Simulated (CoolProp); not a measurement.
Vapour pressure (MPa) of R124: the reference equation beside estimates from Tc = 395.4 K, pc = 3.624 MPa, ω = 0.288. Clausius-Clapeyron is anchored at 292.2 K with a constant enthalpy of vaporisation of 20.47 kJ/mol.

Values from CoolProp's reference Helmholtz-energy equation of state, de Vries 1995.

| T (K) | reference | Clausius-Clapeyron | van der Waals | Redlich-Kwong | Soave-Redlich-Kwong |
|---|---|---|---|---|---|
| 287.5 | 0.2716 | 0.2763 | ? | 0.4330 | 0.2721 |
| 292.2 | 0.3171 | 0.3171 | 0.9523 | 0.4925 | ? |
| 296.9 | 0.3681 | 0.3623 | 1.029 | 0.5576 | 0.3696 |
| 301.6 | 0.4251 | 0.4123 | 1.110 | 0.6284 | 0.4274 |
| 306.3 | 0.4886 | 0.4673 | 1.195 | 0.7054 | 0.4917 |
| 311 | ? | 0.5276 | 1.284 | 0.7887 | 0.5631 |
| 315.7 | 0.6365 | ? | 1.376 | 0.8786 | 0.6420 |
| 320.4 | 0.7220 | 0.6655 | 1.473 | 0.9753 | 0.7289 |
| 325.1 | 0.8157 | 0.7437 | 1.575 | ? | ? |
| 329.7 | 0.9159 | 0.8265 | 1.678 | 1.188 | 0.9264 |
| 334.4 | 1.028 | 0.9180 | 1.787 | 1.306 | 1.040 |
| 339.1 | 1.149 | 1.017 | 1.901 | 1.432 | 1.164 |
| 343.8 | 1.281 | 1.123 | 2.020 | ? | 1.298 |
| 348.5 | 1.424 | 1.236 | 2.143 | 1.709 | 1.444 |
| 353.2 | 1.578 | 1.358 | 2.270 | 1.860 | 1.600 |

Question: Fill in the missing entries.

Answer: 
- 287.5, van der Waals: 0.8792
- 292.2, Soave-Redlich-Kwong: 0.3180
- 311, reference: 0.5589
- 315.7, Clausius-Clapeyron: 0.5936
- 325.1, Redlich-Kwong: 1.079
- 325.1, Soave-Redlich-Kwong: 0.8243
- 343.8, Redlich-Kwong: 1.566

Absolute difference from the reference over all 15 rows, mean and median: Clausius-Clapeyron 7.4 and 7.8 %, van der Waals 115.1 and 104.0 %, Redlich-Kwong 36.4 and 35.1 %, Soave-Redlich-Kwong 0.9 and 1.0 %.
